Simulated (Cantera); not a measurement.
Charge: 1 mol SiH4, a varied amount of CO2, held at 1750 K and 0.0100 bar.

Equilibrium computed with Cantera from the NASA thermochemical tables; the gas is ideal and each condensed phase is pure. Candidate condensed phases: C, C6H6, C7H8, C8H18, H2O, Si, SiC, SiO2; 123 gas species. The tables hold silica as quartz up to 1696 K and as liquid above; real silica turns to tridymite and cristobalite and melts near 1996 K. The numbers say what is thermodynamically allowed, not how fast it happens.

Question: At 6.3 mol CO2, list the 5 most abundant gas species with their mole fractions, and the condensed phases.

Answer: CO 0.420, CO2 0.339, H2O 0.179, H2 0.0614, H 0.000576. Condensed: SiO2(condensed).
